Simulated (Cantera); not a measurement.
Equilibrium for calcination and drying: Ca(OH)2 + H2 + C

Charge: 1 mol Ca(OH)2, 0.055 mol H2, 0.014 mol C, held at 218 Torr.

Method: chemical equilibrium by Gibbs-energy minimisation in Cantera with the NASA 1993 tables (ideal gas, pure condensed phases). Candidate condensed phases: C, C6H6, C7H8, C8H18, Ca, CaCO3, CaO, Ca(OH)2, H2O; 115 gas species. Rates play no part.

At 527 °C the condensed part is CaCO3(calcite) + CaO(s). From 627 °C to 1427 °C the condensed part is CaO(s).

```csv
T (°C),x H2O,x H2,x CO2,x CO,x H,x OH,x Ca(OH)2,n CaCO3(calcite),n CaO(s)
527,0.920,0.0786,0.00107,2.17e-5,1.51e-12,<1e-12,<1e-12,0.0128,0.987
627,0.910,0.0772,0.0126,0.000466,6.03e-11,<1e-12,<1e-12,0,1.00
727,0.910,0.0769,0.0124,0.000728,1.17e-9,3.06e-11,1.24e-11,0,1.00
827,0.910,0.0766,0.0121,0.00103,1.33e-8,7.04e-10,2.24e-10,0,1.00
927,0.911,0.0763,0.0117,0.00135,1.01e-7,9.65e-9,2.50e-9,0,1.00
1027,0.911,0.0760,0.0114,0.00168,5.66e-7,8.87e-8,1.92e-8,0,1.00
1127,0.911,0.0756,0.0111,0.00200,2.48e-6,5.95e-7,1.10e-7,0,1.00
1227,0.912,0.0753,0.0108,0.00231,8.97e-6,3.10e-6,4.96e-7,0,1.000
1327,0.912,0.0750,0.0105,0.00260,2.77e-5,1.32e-5,1.85e-6,0,1.000
1427,0.912,0.0748,0.0102,0.00287,7.48e-5,4.72e-5,5.88e-6,0,1.000
```
x: gas mole fraction; n: condensed amount in mol.
